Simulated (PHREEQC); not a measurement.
A solution holds 0.0026 mol/kgw CuSO4 and 0.008 mol/kgw HNO3, at 25 °C. Closed to the air; pH follows from the charge balance.

Computed with PHREEQC (ion-association model, wateq4f.dat).

```tsv
quantity	before	after
pH	2.18	1.19
SO4-2 (mol/kgw)	0.00161	0.000616
HSO4- (mol/kgw)	0.000708	0.00193
CuSO4 (mol/kgw)	0.000288	5.13e-5
CuOH+ (mol/kgw)	2.50e-9	2.10e-10
SI of Chalcanthite (CuSO4:5H2O)	-3.21	-3.96
SI of Tenorite (CuO)	-6.09	-8.22
```

### Question
Which change was made?
(A) temperature from 25 to 15 °C
(B) HNO3 from 0.008 to 0.04 mol/kgw
(C) HNO3 from 0.008 to 0.08 mol/kgw
(D) HNO3 from 0.008 to 0.0072 mol/kgw

### Answer
C, HNO3 from 0.008 to 0.08 mol/kgw

No solid was allowed to form.
